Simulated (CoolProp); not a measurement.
A closed Brayton cycle with carbon dioxide: compressor inlet 323.15 K and 7.8 MPa, high pressure 15.4 MPa, turbine inlet 885 K, compressor efficiency 0.85, turbine efficiency 0.93, recuperator effectiveness 0.9 (on enthalpy, no pinch check). Each further row changes one setting.

Computed with CoolProp (reference Helmholtz-energy equation of state, Span 1996).

```
case                           thermal efficiency (%)  net work (kJ/kg)  compressor to turbine work  compressor exit (K)  turbine exit (K)
-----------------------------  ----------------------  ----------------  --------------------------  -------------------  ----------------
as stated                                           ?              68.5                        0.33                380.4             796.7
turbine inlet 835 K                              31.8              62.3                        0.35                380.4                 ?
compressor inlet 333.15 K                           ?                 ?                        0.37                    ?             796.7
high pressure 13.1 MPa                           30.2                 ?                        0.31                    ?             817.3
recuperator effectiveness 0.5                    17.1              68.5                        0.33                380.4             796.7
```

Fill in the missing entries.


- as stated, thermal efficiency (%): 33.0
- turbine inlet 835 K, turbine exit (K): 749.9
- compressor inlet 333.15 K, thermal efficiency (%): 32.5
- compressor inlet 333.15 K, net work (kJ/kg): 64.3
- compressor inlet 333.15 K, compressor exit (K): 393.9
- high pressure 13.1 MPa, net work (kJ/kg): 53.9
- high pressure 13.1 MPa, compressor exit (K): 366.4
